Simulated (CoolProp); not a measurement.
Vapour pressure (MPa) of fluorine: the reference equation beside estimates from Tc = 144.4 K, pc = 5.240 MPa, ω = 0.045. Clausius-Clapeyron is anchored at 118.3 K with a constant enthalpy of vaporisation of 4.976 kJ/mol.

Values from CoolProp's reference Helmholtz-energy equation of state, de Reuck 1990.

| T (K) | reference | Lee-Kesler | Clausius-Clapeyron | van der Waals | Redlich-Kwong | Soave-Redlich-Kwong | Peng-Robinson |
|---|---|---|---|---|---|---|---|
| 109.2 | 0.8428 | 0.8511 | 0.9735 | 1.540 | 0.8509 | 0.8551 | 0.8521 |
| 112.3 | 1.032 | 1.041 | 1.133 | 1.759 | 1.049 | 1.048 | 1.043 |
| 115.3 | 1.244 | 1.253 | 1.301 | 1.990 | 1.270 | 1.264 | 1.256 |
| 118.3 | 1.484 | 1.493 | 1.484 | 2.239 | 1.521 | 1.509 | 1.498 |
| 121.4 | 1.766 | 1.774 | 1.689 | 2.516 | 1.814 | 1.796 | 1.782 |
| 124.4 | 2.073 | 2.081 | 1.902 | 2.804 | 2.132 | 2.109 | 2.092 |
| 127.5 | 2.429 | 2.436 | 2.138 | 3.121 | 2.498 | 2.471 | 2.452 |
| 130.5 | 2.815 | 2.820 | 2.381 | 3.449 | 2.890 | 2.860 | 2.840 |
| 133.5 | 3.243 | 3.248 | 2.640 | 3.797 | 3.321 | 3.291 | 3.271 |
| 136.6 | 3.734 | 3.739 | 2.923 | 4.178 | 3.808 | 3.781 | 3.764 |

Absolute difference from the reference over all 10 rows, mean and median: Lee-Kesler 0.5 and 0.4 %, Clausius-Clapeyron 11.0 and 10.9 %, van der Waals 42.2 and 38.9 %, Redlich-Kwong 2.3 and 2.4 %, Soave-Redlich-Kwong 1.6 and 1.6 %, Peng-Robinson 0.9 and 0.9 %.
